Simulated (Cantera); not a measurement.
Catalytic stagnation flow on Pt

A jet of CH₄ : O₂ : N₂ = 0.011 : 0.082 : 0.79 (molar parts), equivalence ratio 0.27 at 300 K and 0.434 atm hits a platinum plate 2.5 cm away at a mass flux of 0.026 kg/m²/s; the plate temperature is set and raised in steps from an oxygen-covered start.

Computed with Cantera and Deutschmann's 1995 Pt surface mechanism with GRI-Mech 3.0 gas chemistry. Catalytic surfaces can have several steady states; this one follows from the mechanism file's or the stated starting coverage.

```tsv
plate T (K)	wall x CH₄	wall x O₂	wall x H₂O	wall x OH	wall x CO	wall x CO₂	θ free Pt	θ O*	θ OH*
850	0.00862	0.0847	0.00718	<1e-8	1.95e-6	0.00466	0.0925	0.906	0.00135
900	0.00579	0.0787	0.0124	1.33e-8	1.86e-6	0.00809	0.142	0.856	0.00171
950	0.00365	0.0742	0.0164	3.98e-8	1.61e-6	0.0107	0.199	0.799	0.00183
1000	0.00235	0.0715	0.0187	1.04e-7	1.39e-6	0.0122	0.260	0.738	0.00179
1050	0.00159	0.0699	0.0201	2.44e-7	1.23e-6	0.0131	0.322	0.676	0.00167
1100	0.00103	0.0690	0.0209	5.45e-7	1.71e-6	0.0136	0.384	0.614	0.00153
```
x: mole fraction at the wall; θ: surface coverage.
